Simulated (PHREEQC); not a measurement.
A solution holds 0.0028 mol PbCl2, 8.9e-05 mol HNO3 and 0.01 mol Zn(NO3)2 per kg of water, at 35 °C. Closed to the air; pH follows from the charge balance.

All values are PHREEQC results (ion-association model, phreeqc.dat), not measurements.

```
quantity                    before     after
------------------------  --------  --------
pH                            4.11      4.11
ionic strength (mol/kgw)    0.0371    0.0374
Cl- (mol/kgw)              0.00521   0.00536
Pb+2 (mol/kgw)             0.00221   0.00228
PbNO3+ (mol/kgw)          0.000310  0.000328
PbCl+ (mol/kgw)           0.000282  0.000187
SI of Pb(OH)2 (Pb(OH)2)      -2.56     -3.23
```

Problem. Name the change that produced these shifts.
(A) temperature from 35 to 85 °C
(B) Zn(NO3)2 left out
(C) temperature from 35 to 15 °C
(D) Zn(NO3)2 from 0.01 to 0.001 mol/kgw

Solution. C, temperature from 35 to 15 °C

No solid was allowed to form.
